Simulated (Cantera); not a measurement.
A perfectly stirred reactor is fed with CH4 : H2 = 1 : 18 (molar parts), at 1.00 bar; it is held at 1525 K, and followed from long to short residence time.

Computed with Cantera and GRI-Mech 3.0 (53 species, 325 reactions). GRI-Mech 3.0 stops at C3 and has no aromatics, soot or wall deposition, so with more carbon than oxygen in the feed, carbon stays in small species such as C2H2 where larger ones or solid carbon would form.

What does this change do: temperature 1525 to 1650 K?


```csv
quantity,before,after
x(CH4) at τ = 25.0 s,0.0413,0.0220
x(H2) at τ = 25.0 s,0.953,0.963
x(C2H4) at τ = 25.0 s,0.000938,0.000948
x(C2H2) at τ = 25.0 s,0.00446,0.0136
x(C2H6) at τ = 25.0 s,6.52e-6,2.85e-6
x(CH4) at τ = 78.0 ms,0.0515,0.0439
x(H2) at τ = 78.0 ms,0.948,0.952
x(C2H4) at τ = 78.0 ms,0.000128,0.000322
x(C2H2) at τ = 78.0 ms,0.000395,0.00381
x(C2H6) at τ = 78.0 ms,4.98e-6,6.27e-6
```
